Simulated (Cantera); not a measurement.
Input: 1 mol HMDSO, 0.16 mol NO, equilibrated at 625 °C and 24.0 Pa.

Equilibrium computed with Cantera from the NASA thermochemical tables; the gas is ideal and each condensed phase is pure. Candidate condensed phases: C, C6H6, C7H8, C8H18, H2O, Si, SiC, SiO2, Si2N2O, Si3N4; 151 gas species. The feed counts by its element totals alone. Kinetics and transport are ignored.

Base state: H2 1.000, CH4 7.67e-5 (mole fractions); condensed: C(graphite) + SiC(s) + SiO2(β-quartz) + Si2N2O(s).

Q: What changes in the equilibrium state with this change: NO from 0.16 to 5.3 mol?

A: 
| species | before | after |
|---|---|---|
| H2 | 1.000 | 0.645 |
| N2 | <1e-9 | 0.190 |
| CO | 8.16e-6 | 0.165 |
| CO2 | <1e-9 | 3.81e-5 |
| H2O | 4.94e-9 | 6.43e-5 |
| CH4 | 7.67e-5 | 3.19e-5 |
| C(graphite), mol | 4.70 | 3.70 |
| SiC(s), mol | 1.30 | 0 |
| SiO2(β-quartz), mol | 0.540 | 2.00 |
| Si2N2O(s), mol | 0.0800 | 0 |
